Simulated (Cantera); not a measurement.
Cantera run:

```python
import numpy as np
import cantera as ct

gas_names = [...]  # 109 gases of nasa_gas.yaml made of C, Cl, H, Si
cond_names = """
    C(gr) C6H6(L) C7H8(L) C8H18(L),n-octa Si(cr) Si(L) SiC(b)
""".split()


# ... load() reads the species with a 1 bar reference pressure and builds the phases ...
atoms = {
    'SiCl4': {'Si': 1, 'CL': 4},
    'CH4': {'C': 1, 'H': 4},
    'H2': {'H': 2},
}
top_T = {'C(gr)': 4500, 'SiC(b)': 3050}  # K; cautious upper limits of use, not melting points


# ... equilibrate(T, P, feed) seeds the gas with the atoms and calls Mixture.equilibrate('TP', solver="vcs", rtol=1e-11, max_steps=5000) ...
results = []
feed = {'SiCl4': 1, 'CH4': 0.21, 'H2': 200}  # mol
T = 2523  # K
P = 100000  # Pa
mix = equilibrate(T, P, feed)
results.append((T, P, feed, dict(zip(mix.species_names, mix.species_moles))))
x = sorted(zip(gas.X, gas.species_names), reverse=True)
print(f"T = {T:g} K  P = {P:g} Pa  gas = {mix.phase_moles(0):.4g} mol")
print("   x: " + "  ".join(f"{s} {v:.3e}" for v, s in x if v > 0.001))
print("   condensed (mol): " + ("  ".join(f"{mix.phase(i).name} {mix.phase_moles(i):.4g}"
      for i in range(1, mix.n_phases) if mix.phase_moles(i) > 1e-12) or "none"))
```

It prints:

```
T = 2523 K  P = 100000 Pa  gas = 205.9 mol
   x: H2 9.491e-01  H 2.708e-02  HCL 1.834e-02  Si 2.771e-03
   condensed (mol): none
```

Method: chemical equilibrium by Gibbs-energy minimisation in Cantera with the NASA 1993 tables (ideal gas, pure condensed phases). The tables' values for SiCl are old estimates; treat these amounts as uncertain. Gases not in the tables: Si2H6 and higher silanes.
